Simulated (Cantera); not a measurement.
A perfectly stirred reactor is fed with C₂H₆ : N₂ = 1 : 73 (molar parts), at 4.05 Torr; it is held at 1850 K, and followed from long to short residence time.

Model: GRI-Mech 3.0 (53 species, 325 reactions), integrated in Cantera. GRI-Mech 3.0 stops at C3 and has no aromatics, soot or wall deposition, so with more carbon than oxygen in the feed, carbon stays in small species such as C2H2 where larger ones or solid carbon would form. Radical loss at walls, strong at low pressure, is not modelled.

### Question
What does this change do: temperature 1850 to 1200 K?

### Answer
```tsv
quantity	before	after
x(C₂H₆) at τ = 30.0 s	2.16e-7	0.000271
x(CH₃) at τ = 30.0 s	5.80e-5	2.39e-5
x(H) at τ = 30.0 s	0.000629	8.31e-6
x(H₂) at τ = 30.0 s	0.0258	0.0200
x(CH₄) at τ = 30.0 s	0.000118	0.00278
x(C₂H₆) at τ = 54.0 ms	0.000107	0.0130
x(CH₃) at τ = 54.0 ms	0.00161	7.19e-5
x(H) at τ = 54.0 ms	0.000909	3.34e-6
x(H₂) at τ = 54.0 ms	0.0210	0.000439
x(CH₄) at τ = 54.0 ms	0.00168	5.15e-5
```

### Question
What does this change do: N2 73 to 9 parts?

### Answer
| quantity | before | after |
|---|---|---|
| x(C₂H₆) at τ = 30.0 s | 2.16e-7 | 8.47e-7 |
| x(CH₃) at τ = 30.0 s | 5.80e-5 | 0.000216 |
| x(H) at τ = 30.0 s | 0.000629 | 0.00206 |
| x(H₂) at τ = 30.0 s | 0.0258 | 0.164 |
| x(CH₄) at τ = 30.0 s | 0.000118 | 0.000856 |
| x(C₂H₆) at τ = 54.0 ms | 0.000107 | 0.000467 |
| x(CH₃) at τ = 54.0 ms | 0.00161 | 0.00567 |
| x(H) at τ = 54.0 ms | 0.000909 | 0.00214 |
| x(H₂) at τ = 54.0 ms | 0.0210 | 0.134 |
| x(CH₄) at τ = 54.0 ms | 0.00168 | 0.0171 |

### Question
What does this change do: pressure from 4.05 Torr to 1.00 bar?

### Answer
```
quantity                  before     after
----------------------  --------  --------
x(C₂H₆) at τ = 30.0 s    2.16e-7   1.02e-8
x(CH₃) at τ = 30.0 s     5.80e-5   6.93e-6
x(H) at τ = 30.0 s      0.000629   8.86e-5
x(H₂) at τ = 30.0 s       0.0258    0.0261
x(CH₄) at τ = 30.0 s    0.000118  0.000102
x(C₂H₆) at τ = 54.0 ms  0.000107   4.94e-6
x(CH₃) at τ = 54.0 ms    0.00161  0.000148
x(H) at τ = 54.0 ms     0.000909  0.000119
x(H₂) at τ = 54.0 ms      0.0210    0.0238
x(CH₄) at τ = 54.0 ms    0.00168   0.00150
```
